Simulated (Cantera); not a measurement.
**Thermodynamics of abatement and gas-phase synthesis, feed PH₃ + O₂ + H₂**

Feed: 1 mol PH₃, 0.72 mol O₂, 1.4 mol H₂, held at 2.80 mbar.

Equilibrium computed with Cantera from the NASA thermochemical tables; the gas is ideal and each condensed phase is pure. Candidate condensed phases: H₂O, P, P₄O₁₀; 17 gas species. Gases not in the tables: HPO₂, HPO₃ and P₄O₆. Kinetics and transport are ignored.

From 2373 K to 2873 K nothing is condensed.

```tsv
T (K)	log p H	log p H₂	log p PO	log p H₂O	log p O	log p PO₂	log p OH	log p P
2373	-3.28	-2.85	-3.26	-3.70	-5.48	-4.08	-4.88	-5.10
2423	-3.19	-2.88	-3.27	-3.72	-5.25	-4.10	-4.76	-5.06
2473	-3.11	-2.92	-3.28	-3.76	-5.02	-4.12	-4.65	-5.03
2523	-3.04	-2.96	-3.29	-3.80	-4.81	-4.15	-4.55	-5.00
2573	-2.97	-3.01	-3.31	-3.86	-4.61	-4.18	-4.47	-4.97
2623	-2.91	-3.08	-3.32	-3.94	-4.43	-4.23	-4.40	-4.93
2673	-2.86	-3.14	-3.34	-4.04	-4.27	-4.29	-4.36	-4.88
2723	-2.82	-3.22	-3.36	-4.17	-4.14	-4.36	-4.35	-4.81
2773	-2.78	-3.31	-3.37	-4.32	-4.03	-4.45	-4.35	-4.73
2823	-2.76	-3.41	-3.39	-4.49	-3.93	-4.56	-4.38	-4.64
2873	-2.73	-3.51	-3.41	-4.68	-3.86	-4.68	-4.43	-4.53
```
log p: log10 of the partial pressure in bar; nothing condenses.
